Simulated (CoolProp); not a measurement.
Normal hydrogen at 488.3 K and 0.107 MPa flows at 0.14 m/s in a round tube of 12.7 mm bore and 15 µm roughness, fully developed (64/Re and Nu = 3.66 if laminar; Colebrook and Gnielinski if turbulent). Each further row changes one setting.

Model: reference Helmholtz-energy equation of state, Leachman 2009, in CoolProp.

```csv
case,Reynolds number,Darcy friction factor,pressure drop (Pa/m),heat-transfer coefficient (W/(m² K)),mass flow (kg/h)
as stated,7.54,8.49,0.348,76.8,0.00339
velocity 0.28 m/s,15.1,4.25,0.696,76.8,0.00678
diameter 25.4 mm,15.1,4.25,0.0870,38.4,0.0136
```

Viscosity comes from a separate model (Muzny 2013). Thermal conductivity comes from a separate model (Assael 2011).
